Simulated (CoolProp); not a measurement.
A closed Brayton cycle with nitrogen: compressor inlet 312.15 K and 6.6 MPa, high pressure 21.8 MPa, turbine inlet 760 K, compressor efficiency 0.8, turbine efficiency 0.9, recuperator effectiveness 0 (on enthalpy, no pinch check). Each further row changes one setting.

Computed with CoolProp (reference Helmholtz-energy equation of state, Span 2000).

```json
[
 {"case": "as stated", "thermal efficiency (%)": "13.8", "net work (kJ/kg)": "45.0", "compressor to turbine work": "0.79", "compressor exit (K)": "472.6", "turbine exit (K)": "569.0"},
 {"case": "turbine inlet 710 K", "thermal efficiency (%)": "?", "net work (kJ/kg)": "30.5", "compressor to turbine work": "0.85", "compressor exit (K)": "472.6", "turbine exit (K)": "529.9"},
 {"case": "compressor inlet 322.15 K", "thermal efficiency (%)": "12.6", "net work (kJ/kg)": "39.1", "compressor to turbine work": "?", "compressor exit (K)": "?", "turbine exit (K)": "569.0"},
 {"case": "high pressure 18.5 MPa", "thermal efficiency (%)": "13.2", "net work (kJ/kg)": "?", "compressor to turbine work": "0.76", "compressor exit (K)": "447.1", "turbine exit (K)": "592.1"},
 {"case": "recuperator effectiveness 0.5", "thermal efficiency (%)": "16.4", "net work (kJ/kg)": "45.0", "compressor to turbine work": "0.79", "compressor exit (K)": "472.6", "turbine exit (K)": "569.0"}
]
```

Question: Complete the blanks.

Answer: 
- turbine inlet 710 K, thermal efficiency (%): 11.3
- compressor inlet 322.15 K, compressor to turbine work: 0.82
- compressor inlet 322.15 K, compressor exit (K): 487.6
- high pressure 18.5 MPa, net work (kJ/kg): 46.8
